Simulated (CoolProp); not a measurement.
Vapour-liquid equilibrium of acetone (1) + methanol (2) at 32.05 °C; x and y are mole fractions of (1).

Values from CoolProp's multi-fluid Helmholtz-energy mixture model, Lemmon 2006 and de Reuck 1993; pair parameters Bell 2016.

```
x     bubble pressure, mixture model (kPa)  bubble pressure, Raoult's law (kPa)  y, mixture model  y, Raoult's law
----  ------------------------------------  -----------------------------------  ----------------  ---------------
0.05                                 26.96                                25.12             0.140            0.082
0.2                                  32.62                                27.67             0.380            0.299
0.35                                 36.15                                30.23             0.515            0.478
0.5                                  38.55                                32.78             0.617            0.630
0.65                                 40.23                                35.34             0.714            0.760
0.8                                  41.27                                37.89             0.819            0.872
0.95                                 41.49                                40.45             0.948            0.970
```

The largest gap from Raoult's law is +19.6 % in bubble pressure, at x = 0.35. y crosses x between x = 0.8 and 0.95: the model has an azeotrope there.

Pair parameters are fitted to limited data, so mixtures are less certain than the pure fluids.
